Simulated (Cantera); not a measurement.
Feed: 1 mol MgO, a varied amount of H2O, 0.028 mol Br2, at 1423.15 K and 22000 Pa.

Cantera equilibrium calculation (NASA polynomials, part measured and part estimated; ideal gas, pure solids and liquids). Candidate condensed phases: Br2, H2O, Mg, MgBr2, MgO, Mg(OH)2; 20 gas species. Kinetics and transport are ignored.

x: gas mole fraction; n: condensed amount in mol.

```json
[
 {"n(H2O) (mol)": "0.039", "x H2O": "0.426", "x Br2": "0.191", "x Br": "0.181", "x HBr": "0.159", "x O2": "0.0404", "n MgO(s)": "1.000"},
 {"n(H2O) (mol)": "0.051", "x H2O": "0.491", "x Br2": "0.153", "x Br": "0.162", "x HBr": "0.154", "x O2": "0.0390", "n MgO(s)": "1.000"},
 {"n(H2O) (mol)": "0.067", "x H2O": "…", "x Br2": "…", "x Br": "…", "x HBr": "0.146", "x O2": "0.0369", "n MgO(s)": "1.000"},
 {"n(H2O) (mol)": "0.087", "x H2O": "0.615", "x Br2": "0.0893", "x Br": "0.124", "x HBr": "0.136", "x O2": "0.0344", "n MgO(s)": "1.000"},
 {"n(H2O) (mol)": "0.11", "x H2O": "0.666", "x Br2": "0.0679", "x Br": "0.108", "x HBr": "0.126", "x O2": "0.0317", "n MgO(s)": "1.000"},
 {"n(H2O) (mol)": "0.15", "x H2O": "0.726", "x Br2": "0.0456", "x Br": "0.0886", "x HBr": "0.111", "x O2": "0.0280", "n MgO(s)": "1.000"},
 {"n(H2O) (mol)": "0.2", "x H2O": "0.775", "x Br2": "…", "x Br": "…", "x HBr": "…", "x O2": "…", "n MgO(s)": "1.000"},
 {"n(H2O) (mol)": "0.26", "x H2O": "0.815", "x Br2": "0.0203", "x Br": "0.0591", "x HBr": "0.0844", "x O2": "0.0212", "n MgO(s)": "1.000"}
]
```

Task: Some entries are withheld; supply them.

Result: 
- 0.2, x Br2: 0.0304
- 0.2, x Br: 0.0723
- 0.2, x HBr: 0.0972
- 0.2, x O2: 0.0244
- 0.067, x H2O: 0.556
- 0.067, x Br2: 0.118
- 0.067, x Br: 0.142
